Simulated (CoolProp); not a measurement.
Neopentane along the isobar 16.3 MPa: density (kg/m³) from the reference equation and from simpler models built on Tc = 160.6 °C, pc = 3.196 MPa, ω = 0.196; each cubic takes its own stable root.

The numbers come from the reference Helmholtz-energy equation of state, Lemmon 2006 in CoolProp. It is a short technical equation, of lower accuracy than the large ones.

| T (°C) | phase | reference | van der Waals | Redlich-Kwong | Soave-Redlich-Kwong | Peng-Robinson |
|---|---|---|---|---|---|---|
| 68.65 | liquid | 568.8 | 393.9 | 541.2 | 549.5 | 616.9 |
| 87.55 | liquid | 550.7 | 386.2 | 524.1 | 531.7 | 596.4 |
| 106.55 | liquid | 531.8 | 378.2 | 506.5 | 512.7 | 574.5 |
| 125.45 | liquid | 512.4 | 370.1 | 488.5 | 493.0 | 551.4 |
| 144.35 | liquid | 492.2 | 361.8 | 470.0 | 472.3 | 527.1 |
| 163.25 | supercritical | 471.4 | 353.4 | 451.2 | 450.8 | 501.8 |
| 182.25 | supercritical | 449.8 | 344.8 | 432.1 | 428.6 | 475.4 |
| 201.15 | supercritical | 427.9 | 336.1 | 413.0 | 406.1 | 448.7 |
| 220.05 | supercritical | 405.7 | 327.2 | 393.8 | 383.5 | 421.8 |
| 238.95 | supercritical | 383.5 | 318.2 | 374.9 | 361.2 | 395.4 |
| 257.95 | supercritical | 361.7 | 309.1 | 356.2 | 339.4 | 369.8 |
| 276.85 | supercritical | 340.7 | 300.0 | 338.3 | 318.8 | 345.9 |
